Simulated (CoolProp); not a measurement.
A closed Brayton cycle with carbon dioxide: compressor inlet 325.15 K and 9.3 MPa, high pressure 25 MPa, turbine inlet 715 K, compressor efficiency 0.85, turbine efficiency 0.85, recuperator effectiveness 0.8 (on enthalpy, no pinch check). Each further row changes one setting.

Computed with CoolProp (reference Helmholtz-energy equation of state, Span 1996).

```
case                           thermal efficiency (%)  net work (kJ/kg)  compressor to turbine work  compressor exit (K)  turbine exit (K)
-----------------------------  ----------------------  ----------------  --------------------------  -------------------  ----------------
as stated                                        24.1              57.6                        0.44                399.6             610.8
turbine inlet 665 K                              22.1              48.6                        0.49                399.6             564.4
compressor inlet 335.15 K                        22.4              49.8                        0.52                419.3             610.8
high pressure 21.2 MPa                           22.9              51.1                        0.42                386.9             627.9
recuperator effectiveness 0.5                    18.4              57.6                        0.44                399.6             610.8
```
